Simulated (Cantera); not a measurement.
An isothermal, constant-pressure homogeneous reactor starts with 47.6 % NH₃, 52.4 % H₂, at 2173 K and 0.133 bar.

Detailed kinetics in Cantera: the gas-phase N/H chemistry of the illustrative SiF4/NH3 mechanism in the Surface Chemkin manual (1991). Walls and surfaces, which speed up NH3 decomposition in real reactors, are not modelled.

x: mole fraction; the columns are a selection and need not sum to one.

```
t (s)       x NH₃   x H₂        x NH      x N₂       x H
--------  -------  -----  ----------  --------  --------
1.00e-5     0.476  0.524  (withheld)  6.83e-11   2.09e-5
3.39e-5     0.476  0.524  (withheld)   2.24e-8   6.89e-5
0.000115    0.475  0.524  (withheld)   5.84e-6  0.000226
0.000389    0.473  0.525  (withheld)  0.000441  0.000547
0.00132     0.462  0.532     4.30e-5   0.00398  0.000617
0.00447     0.428  0.554     4.22e-5    0.0156  0.000659
0.0152      0.334  0.617     3.97e-5    0.0476  0.000794
0.0514      0.157  0.733  (withheld)     0.108   0.00121
0.174      0.0154  0.826  (withheld)     0.156   0.00305
0.590     2.76e-5  0.828  (withheld)     0.160    0.0121
2.00      4.28e-6  0.828  (withheld)     0.160    0.0121
```

Q: What belongs in the gaps?

A: 
- 1.00e-5, x NH: 3.81e-8
- 3.39e-5, x NH: 5.63e-7
- 0.000115, x NH: 6.44e-6
- 0.000389, x NH: 3.58e-5
- 0.0514, x NH: 3.21e-5
- 0.174, x NH: 1.65e-5
- 0.590, x NH: 4.68e-7
- 2.00, x NH: 7.28e-8
